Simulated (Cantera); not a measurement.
A Cantera script and what it prints.

```python
import numpy as np
import cantera as ct

gas_names = """
    CL CL2 H HCL H2 Si SiCL SiCL2 SiCL3 SiCL4 SiH SiHCL3 SiH2 SiH2CL2 SiH3 SiH3CL SiH4 Si2 Si3
""".split()
cond_names = """
    Si(cr) Si(L)
""".split()


# ... load() reads the species with a 1 bar reference pressure and builds the phases ...
atoms = {
    'Si': {'Si': 1},
    'Cl2': {'CL': 2},
    'H2': {'H': 2},
}
top_T = {}  # K; cautious upper limits of use, not melting points


# ... equilibrate(T, P, feed) seeds the gas with the atoms and calls Mixture.equilibrate('TP', solver="vcs", rtol=1e-11, max_steps=5000) ...
results = []
T = 923.15  # K
P = 770000  # Pa
for m in [0.5, 0.58, 0.67, 0.78, 0.9, 1, 1.2, 1.4, 1.6, 1.9, 2.2, 2.5]:
    feed = {'Si': 1, 'Cl2': m, 'H2': 0.97}  # mol
    mix = equilibrate(T, P, feed)
    results.append((T, P, feed, dict(zip(mix.species_names, mix.species_moles))))

top = {s: max(r[3][s] / sum(r[3][g] for g in gas_names) for r in results) for s in gas_names}
cols = sorted((s for s in top if top[s] > 1e-05), key=lambda s: -top[s])[:6]
seen = [c for c in cond_names if any(r[3].get(c, 0) > 1e-12 for r in results)]
print("log10 of partial pressures in bar; condensed amounts in mol")
print(f"{'n(Cl2)':>10s}" + "".join(f"{s[:9]:>10s}" for s in cols + seen))
for T, P, feed, n in results:
    ng = sum(n[g] for g in gas_names)
    print(f"{feed['Cl2']:10.4g}" + "".join(f"{np.log10(max(n[s] / ng * P / 1e5, 1e-99)):10.3f}" for s in cols)
          + "".join(f"{n.get(c, 0):10.4g}" for c in seen))
```

Output:

```
log10 of partial pressures in bar; condensed amounts in mol
    n(Cl2)        H2     SiCL4       HCL    SiHCL3   SiH2CL2     SiCL3    Si(cr)
       0.5     0.765    -0.008    -1.594    -0.096    -1.194    -2.704     0.715
      0.58     0.748     0.054    -1.587    -0.059    -1.180    -2.658    0.6709
      0.67     0.730     0.112    -1.582    -0.025    -1.170    -2.614    0.6215
      0.78     0.708     0.170    -1.578     0.009    -1.162    -2.570    0.5615
       0.9     0.684     0.224    -1.576     0.037    -1.158    -2.530    0.4964
         1     0.666     0.262    -1.576     0.056    -1.158    -2.502    0.4423
       1.2     0.630     0.325    -1.578     0.086    -1.162    -2.454    0.3347
       1.4     0.597     0.375    -1.582     0.107    -1.171    -2.417    0.2277
       1.6     0.565     0.416    -1.588     0.122    -1.182    -2.386    0.1211
       1.9     0.548     0.514    -1.304    -0.082    -1.686    -2.581         0
       2.2     0.433     0.547     0.159    -1.627    -4.810    -4.068         0
       2.5     0.164     0.493     0.495    -2.285    -6.071    -4.592         0
```

Method: chemical equilibrium by Gibbs-energy minimisation in Cantera with the NASA 1993 tables (ideal gas, pure condensed phases). The tables' values for SiCl3 are old estimates; treat these amounts as uncertain.
